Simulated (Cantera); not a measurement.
Mixture: CH₄ : CO : O₂ : N₂ = 1 : 0.46 : 1.24 : 4.66 (molar parts), equivalence ratio 1.8, at 0.320 bar, adiabatic and at constant pressure. Ignition delay is the time to a rise of 400 K.

Computed with Cantera and GRI-Mech 3.0 (53 species, 325 reactions).

Problem. What does this change do: O2 1.24 to 0.86 parts?

Solution. 
```json
[
 {"quantity": "delay at 1200 K", "before": "0.212 s", "after": "0.393 s"},
 {"quantity": "delay at 1300 K", "before": "45.3 ms", "after": "81.0 ms"},
 {"quantity": "delay at 1400 K", "before": "11.7 ms", "after": "19.9 ms"},
 {"quantity": "delay at 1500 K", "before": "3.72 ms", "after": "5.92 ms"},
 {"quantity": "apparent activation energy between 1450 and 1550 K", "before": "190 kJ/mol", "after": "210 kJ/mol"}
]
```
